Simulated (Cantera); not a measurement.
An adiabatic, constant-volume homogeneous reactor starts with CH₄ : C₂H₆ : O₂ : N₂ = 1 : 0.073 : 0.902 : 3.25 (molar parts), at 1625 K and 101000 Pa. Integrator tolerance rtol = 1e-08.

Cantera simulation using GRI-Mech 3.0 (53 species, 325 reactions); the numbers are that mechanism's predictions, not measurements.

```
quantity                                                              before                                      after
---------------------------------  -----------------------------------------  -----------------------------------------
time of steepest temperature rise                                   0.146 ms                                   0.106 ms
temperature at 0.200 s                                                2638 K                                     2970 K
equilibrium temperature                                               2638 K                                     2970 K
x(CH₄) at 0.200 s                  2.04e-10 (gas-phase equilibrium 2.28e-10)  1.21e-11 (gas-phase equilibrium 1.39e-11)
x(C₂H₆) at 0.200 s                     <1e-12 (gas-phase equilibrium <1e-12)      <1e-12 (gas-phase equilibrium <1e-12)
x(O₂) at 0.200 s                     8.39e-6 (gas-phase equilibrium 8.39e-6)  0.000675 (gas-phase equilibrium 0.000675)
x(H₂O) at 0.200 s                      0.0879 (gas-phase equilibrium 0.0879)        0.148 (gas-phase equilibrium 0.148)
x(H₂) at 0.200 s                         0.237 (gas-phase equilibrium 0.237)        0.154 (gas-phase equilibrium 0.154)
```

### Question
Name the change that produced these shifts.
A. pressure from 101000 Pa to 33000 Pa
B. initial temperature 1625 to 1723 K
C. O2 0.902 to 1.2 parts
D. pressure from 101000 Pa to 500000 Pa

### Answer
C, O2 0.902 to 1.2 parts
